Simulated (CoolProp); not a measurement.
A single-stage vapour-compression cycle with vinyl chloride: evaporating at 295.15 K (dew point), condensing at 353.15 K (bubble point), superheat 0 K, subcooling 5 K, compressor efficiency 0.65, no pressure losses. Each further row changes one setting.

Values from CoolProp's reference Helmholtz-energy equation of state, Thol 2022.

```
case                              cooling COP  pressure ratio  discharge temperature (K)  refrigerating effect (kJ/kg)  volumetric capacity (kJ/m³)
--------------------------------  -----------  --------------  -------------------------  ----------------------------  ---------------------------
as stated                                2.70            4.31                      401.0                           240                         2380
evaporating temperature 300.15 K         3.06            3.71                      395.7                           243                         2770
condensing temperature 348.15 K          3.03            3.87                      393.0                           248                         2460
subcooling 10 K                          2.80            4.31                      401.0                           248                         2460
superheat 10 K                           2.69            4.31                      412.2                           249                         2370
compressor efficiency 0.55               2.29            4.31                      414.7                           240                         2380
```
